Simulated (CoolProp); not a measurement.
Aqueous ammonia as a coolant, at -19 °C, 1 atm.

Values from CoolProp's Melinder's fits for secondary coolants.

```json
[
 {"mass %": "14.6", "freezing point (°C)": "-22.4", "cp (kJ/(kg K))": "4.258", "Prandtl number": "43.2", "conductivity (W/(m K))": "0.438", "density (kg/m³)": "951.6"},
 {"mass %": "17.4", "freezing point (°C)": "-29.1", "cp (kJ/(kg K))": "4.261", "Prandtl number": "45.4", "conductivity (W/(m K))": "0.424", "density (kg/m³)": "944.4"},
 {"mass %": "20.3", "freezing point (°C)": "-37.4", "cp (kJ/(kg K))": "4.263", "Prandtl number": "47.4", "conductivity (W/(m K))": "0.410", "density (kg/m³)": "937.3"},
 {"mass %": "23.1", "freezing point (°C)": "-47.4", "cp (kJ/(kg K))": "4.265", "Prandtl number": "48.4", "conductivity (W/(m K))": "0.399", "density (kg/m³)": "930.6"},
 {"mass %": "26", "freezing point (°C)": "-60.3", "cp (kJ/(kg K))": "4.268", "Prandtl number": "48.8", "conductivity (W/(m K))": "0.390", "density (kg/m³)": "923.8"},
 {"mass %": "28.8", "freezing point (°C)": "-76.1", "cp (kJ/(kg K))": "4.273", "Prandtl number": "50.3", "conductivity (W/(m K))": "0.382", "density (kg/m³)": "917.3"}
]
```
